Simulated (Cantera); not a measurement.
Pyrogenic steam for wet oxidation

An isothermal, constant-pressure homogeneous reactor starts with 4.67 % H2, 5.02 % O2, 90.3 % N2, equivalence ratio 0.47, at 1075 K and 0.490 bar.

Detailed kinetics in Cantera: GRI-Mech 3.0 (53 species, 325 reactions). The temperature is held fixed by assumption; the heat of reaction is taken as removed at once.

```csv
t (s),x H2,x O2,x NO,x H,x H2O,x O,x OH
2.00e-5,0.0467,0.0502,<1e-12,1.16e-10,2.73e-11,1.62e-11,8.09e-12
7.93e-5,0.0467,0.0502,<1e-12,1.06e-9,1.03e-9,2.20e-10,9.42e-11
0.000314,0.0467,0.0502,<1e-12,5.20e-7,7.71e-7,1.13e-7,4.77e-8
0.00124,0.00183,0.0282,1.12e-6,0.00118,0.0450,0.000577,0.000446
0.00493,0.000110,0.0275,1.14e-6,4.29e-6,0.0476,1.63e-5,4.29e-5
0.0195,9.67e-6,0.0275,1.11e-6,1.16e-7,0.0478,1.33e-6,1.34e-5
0.0775,4.37e-7,0.0275,1.11e-6,3.14e-9,0.0478,1.41e-7,4.79e-6
0.307,2.22e-8,0.0275,1.13e-6,1.66e-10,0.0478,2.30e-8,1.94e-6
1.22,3.75e-9,0.0275,1.14e-6,1.66e-11,0.0478,5.03e-9,9.04e-7
4.82,9.11e-10,0.0275,1.15e-6,2.17e-12,0.0478,1.27e-9,4.53e-7
19.1,3.57e-10,0.0275,1.15e-6,<1e-12,0.0478,4.42e-10,2.67e-7
75.7,2.98e-10,0.0275,1.14e-6,<1e-12,0.0478,3.30e-10,2.30e-7
300,2.91e-10,0.0275,1.14e-6,<1e-12,0.0478,3.14e-10,2.25e-7
```
x: mole fraction; the columns are a selection and need not sum to one.

Equilibrium at this temperature and pressure: H2 2.90e-10, O2 0.0275, NO 2.65e-5, H <1e-12, H2O 0.0478, O 3.13e-10, OH 2.24e-7 (gas phase only).
